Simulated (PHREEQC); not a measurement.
0.51 g of hydrous ferric oxide (600 m²/g; 0.2 weak and 0.005 strong sites per Fe, Dzombak-Morel constants, diffuse double layer) in 1 kg of water with 0.3 mol/kgw of an inert sodium salt and 1.3e-06 mol Ag2SO4, at 25 °C; the pH is set by adding NaOH or the inert anion's acid. O2 is buffered at 0.21 atm. No CO2 enters from the air. Precipitation was switched off in this run.

Base run: PHREEQC, ion-association model, wateq4f.dat. Each further column changes one thing. The table gives S sorbed (%).

```
pH   base  no electrostatic term (-no_edl)  background salt from 0.3 to 0.03 mol/kgw  oxide from 0.51 to 2.5 g/kgw  0.00069 mol/kgw H3BO3 added
---  ----  -------------------------------  ----------------------------------------  ----------------------------  ---------------------------
4    90.7                              0.1                                      99.9                          97.9                         90.7
4.5  88.0                              0.1                                      99.8                          97.3                         88.0
5    80.8                              0.1                                      99.3                          95.4                         80.8
5.5  64.5                              0.1                                      97.6                          89.9                         64.4
6    38.0                              0.1                                      89.8                          75.0                         37.9
6.5  14.5                              0.1                                      61.7                          45.3                         14.4
7     3.8                              0.1                                      20.2                          16.3                          3.8
7.5   0.8                              0.1                                       3.4                           3.9                          0.8
8     0.2                              0.1                                       0.4                           0.8                          0.2
8.5   0.0                              0.1                                       0.1                           0.1                          0.0
9     0.0                              0.1                                       0.0                           0.0                          0.0
9.5   0.0                              0.0                                       0.0                           0.0                          0.0
10    0.0                              0.0                                       0.0                           0.0                          0.0
```
